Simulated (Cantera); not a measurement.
Mixture: 16.8 % H₂, 17.4 % O₂, 65.8 % N₂, at 101000 Pa, adiabatic and at constant volume. Ignition delay is the time to a rise of 400 K.

Cantera simulation using the H2/O2 subset of GRI-Mech 3.0, which has no nitrogen chemistry; the numbers are that mechanism's predictions, not measurements. Where the delays flatten at high temperature, the 400 K rule measures the pace of heat release, not the induction time.

Predict: delay at 1248 K; delay at 1398 K; delay at 1548 K; delay at 1698 K; delay at 1848 K.


```json
{
  "delay at 1248 K": "38.5 µs",
  "delay at 1398 K": "23.7 µs",
  "delay at 1548 K": "19.0 µs",
  "delay at 1698 K": "18.6 µs",
  "delay at 1848 K": "20.7 µs"
}
```
